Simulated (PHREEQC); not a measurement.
NaOH is added in steps, without added water, to 1 kg of water holding 54 mmol/kgw KH2PO4, 0.93 mmol/kgw K2HPO4 and 0.92 mmol/kgw NaCl, at 25 °C. Oxygen is held at 0.21 atm. CO2 from the air is kept out. The run lets Halite precipitate or redissolve, and no other solid.

Base run: PHREEQC, ion-association model, wateq4f.dat. Each further column changes one thing. The table gives PO4-3 (mol/kgw).

```json
[
 {"NaOH added (mol)": "0", "base": "1.76e-10", "metal-ligand complexes left out": "1.92e-10", "database phreeqc.dat": "1.96e-10", "all activity coefficients set to 1": "1.01e-10", "Davies equation for every ion": "1.78e-10"},
 {"NaOH added (mol)": "0.0063", "base": "1.11e-8", "metal-ligand complexes left out": "1.22e-8", "database phreeqc.dat": "1.26e-8", "all activity coefficients set to 1": "6.33e-9", "Davies equation for every ion": "1.12e-8"},
 {"NaOH added (mol)": "0.0147", "base": "6.43e-8", "metal-ligand complexes left out": "7.16e-8", "database phreeqc.dat": "7.44e-8", "all activity coefficients set to 1": "(withheld)", "Davies equation for every ion": "6.51e-8"},
 {"NaOH added (mol)": "0.021", "base": "1.53e-7", "metal-ligand complexes left out": "1.71e-7", "database phreeqc.dat": "(withheld)", "all activity coefficients set to 1": "8.05e-8", "Davies equation for every ion": "1.55e-7"},
 {"NaOH added (mol)": "0.0273", "base": "3.18e-7", "metal-ligand complexes left out": "3.57e-7", "database phreeqc.dat": "3.78e-7", "all activity coefficients set to 1": "1.62e-7", "Davies equation for every ion": "3.21e-7"},
 {"NaOH added (mol)": "0.0357", "base": "7.94e-7", "metal-ligand complexes left out": "8.97e-7", "database phreeqc.dat": "9.58e-7", "all activity coefficients set to 1": "3.89e-7", "Davies equation for every ion": "7.98e-7"},
 {"NaOH added (mol)": "0.042", "base": "1.68e-6", "metal-ligand complexes left out": "(withheld)", "database phreeqc.dat": "2.05e-6", "all activity coefficients set to 1": "8.01e-7", "Davies equation for every ion": "1.68e-6"},
 {"NaOH added (mol)": "0.0483", "base": "4.69e-6", "metal-ligand complexes left out": "5.35e-6", "database phreeqc.dat": "5.78e-6", "all activity coefficients set to 1": "2.18e-6", "Davies equation for every ion": "4.69e-6"},
 {"NaOH added (mol)": "0.0567", "base": "0.00236", "metal-ligand complexes left out": "0.00238", "database phreeqc.dat": "0.00242", "all activity coefficients set to 1": "0.00180", "Davies equation for every ion": "0.00236"},
 {"NaOH added (mol)": "0.063", "base": "0.00775", "metal-ligand complexes left out": "0.00783", "database phreeqc.dat": "0.00797", "all activity coefficients set to 1": "0.00581", "Davies equation for every ion": "0.00776"},
 {"NaOH added (mol)": "0.0693", "base": "0.0130", "metal-ligand complexes left out": "0.0131", "database phreeqc.dat": "0.0134", "all activity coefficients set to 1": "0.00955", "Davies equation for every ion": "0.0130"},
 {"NaOH added (mol)": "0.0777", "base": "0.0197", "metal-ligand complexes left out": "0.0199", "database phreeqc.dat": "0.0204", "all activity coefficients set to 1": "0.0141", "Davies equation for every ion": "0.0196"},
 {"NaOH added (mol)": "0.084", "base": "0.0244", "metal-ligand complexes left out": "0.0247", "database phreeqc.dat": "0.0254", "all activity coefficients set to 1": "0.0172", "Davies equation for every ion": "0.0243"}
]
```

### Question
Fill in the missing entries.

### Answer

- 0.0147, all activity coefficients set to 1: 3.50e-8
- 0.021, database phreeqc.dat: 1.80e-7
- 0.042, metal-ligand complexes left out: 1.91e-6

H3PO4, which wateq4f.dat lacks, is added to it with the constant of phreeqc.dat.  phreeqc.dat and wateq4f.dat share most of their constants, so their agreement is no independent check. Solids allowed in the column 'database phreeqc.dat': Halite, Sylvite.
